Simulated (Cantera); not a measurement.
**Adiabatic ignition**

An adiabatic, constant-volume homogeneous reactor starts with 3.75 % CH4, 0.563 % CO, 13.2 % O2, 79.2 % N2, 3.27 % CO2, at 1750 K and 1.28 atm.

Computed with Cantera and GRI-Mech 3.0 (53 species, 325 reactions).

```json
[
 {"t (s)": "4.00e-6", "T (K)": "1750", "P (bar)": "1.30", "x CH4": "0.0375", "x CO": "0.00563", "x O2": "0.132", "x O": "2.69e-7", "x NO": "<1e-12"},
 {"t (s)": "9.49e-6", "T (K)": "1750", "P (bar)": "1.30", "x CH4": "0.0375", "x CO": "0.00563", "x O2": "0.132", "x O": "3.62e-7", "x NO": "1.46e-12"},
 {"t (s)": "2.25e-5", "T (K)": "1750", "P (bar)": "1.30", "x CH4": "0.0374", "x CO": "0.00563", "x O2": "0.132", "x O": "6.45e-7", "x NO": "5.31e-12"},
 {"t (s)": "5.33e-5", "T (K)": "1750", "P (bar)": "1.30", "x CH4": "0.0371", "x CO": "0.00564", "x O2": "0.132", "x O": "1.89e-6", "x NO": "2.72e-11"},
 {"t (s)": "0.000126", "T (K)": "1779", "P (bar)": "1.32", "x CH4": "0.0308", "x CO": "0.00729", "x O2": "0.127", "x O": "3.12e-5", "x NO": "1.15e-9"},
 {"t (s)": "0.000300", "T (K)": "2497", "P (bar)": "1.88", "x CH4": "<1e-12", "x CO": "0.0156", "x O2": "0.0575", "x O": "0.00572", "x NO": "0.000303"},
 {"t (s)": "0.000711", "T (K)": "2577", "P (bar)": "1.93", "x CH4": "<1e-12", "x CO": "0.0110", "x O2": "0.0557", "x O": "0.00364", "x NO": "0.00130"},
 {"t (s)": "0.00169", "T (K)": "2575", "P (bar)": "1.93", "x CH4": "<1e-12", "x CO": "0.0108", "x O2": "0.0546", "x O": "0.00352", "x NO": "0.00339"},
 {"t (s)": "0.00400", "T (K)": "2568", "P (bar)": "1.92", "x CH4": "<1e-12", "x CO": "0.0107", "x O2": "0.0529", "x O": "0.00336", "x NO": "0.00699"},
 {"t (s)": "0.00949", "T (K)": "2562", "P (bar)": "1.92", "x CH4": "<1e-12", "x CO": "0.0105", "x O2": "0.0510", "x O": "0.00320", "x NO": "0.0108"},
 {"t (s)": "0.0225", "T (K)": "2559", "P (bar)": "1.92", "x CH4": "<1e-12", "x CO": "0.0105", "x O2": "0.0503", "x O": "0.00314", "x NO": "0.0123"},
 {"t (s)": "0.0533", "T (K)": "2559", "P (bar)": "1.92", "x CH4": "<1e-12", "x CO": "0.0105", "x O2": "0.0503", "x O": "0.00313", "x NO": "0.0124"},
 {"t (s)": "0.127", "T (K)": "2559", "P (bar)": "1.92", "x CH4": "<1e-12", "x CO": "0.0105", "x O2": "0.0503", "x O": "0.00313", "x NO": "0.0124"},
 {"t (s)": "0.300", "T (K)": "2559", "P (bar)": "1.92", "x CH4": "<1e-12", "x CO": "0.0105", "x O2": "0.0503", "x O": "0.00313", "x NO": "0.0124"}
]
```
x: mole fraction; the columns are a selection and need not sum to one.

* **time of steepest temperature rise**: 0.155 ms
* **temperature at 0.300 s**: 2559 K
* **equilibrium temperature**: 2559 K
* **x(CH4) at 0.300 s**: <1e-12 (gas-phase equilibrium <1e-12)
* **x(CO) at 0.300 s**: 0.0105 (gas-phase equilibrium 0.0105)
* **x(O2) at 0.300 s**: 0.0503 (gas-phase equilibrium 0.0503)
